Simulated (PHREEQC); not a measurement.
# Acid mine or pickling water (model solution)

A made-up water analysis in mg/L, 25 °C, pH 2.83, pe 8.4: Na 149; K 64.2; Ca 75.7; Mg 11.5; Cl 108; S(6) as SO4 595; F 4.54; Cu(2) 6.93; Zn 0.417; O(0) (dissolved oxygen) 1.43; P as PO4 0.91.

Valence states are taken as typed.

Model: ion-association model, wateq4f.dat, run in PHREEQC.

Precipitation was switched off in this run.

Q: Predict the ionic strength, charge-balance error.

A: ionic strength 0.0203 mol/kgw; charge-balance error -1.1 %.

Q: In which forms is Na present?

A: Na+ 99 %, NaSO4- 1.4 % of the Na.

Species that the database lacks are ignored. H3PO4, which wateq4f.dat lacks, is added to it with the constant of phreeqc.dat. The database has no phosphate complexes of Cu, Zn.
